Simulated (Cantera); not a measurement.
Source: NASA polynomial tables (part measured, part estimated), evaluated in Cantera. Values are per mole of reaction as written; species without (g) are pure solids or liquids, kept so even where they would boil at 1 bar.

a) 2 Ca + S2(g) ⇌ 2 CaS
b) 2 Ba + S2(g) ⇌ 2 BaS
c) 1.5 Ni + S2(g) ⇌ 0.5 Ni3S4
d) 2 H2(g) + S2(g) ⇌ 2 H2S(g)
e) C + S2(g) ⇌ CS2(g)
f) 4 Na + S2(g) ⇌ 2 Na2S
g) Ni + S2(g) ⇌ NiS2

Question: Order these by ΔG° at 375 K, most negative first.

Answer: a (-1000 kJ), b (-982 kJ), f (-770 kJ), c (-212 kJ), g (-190 kJ), d (-140 kJ), e (-13 kJ)
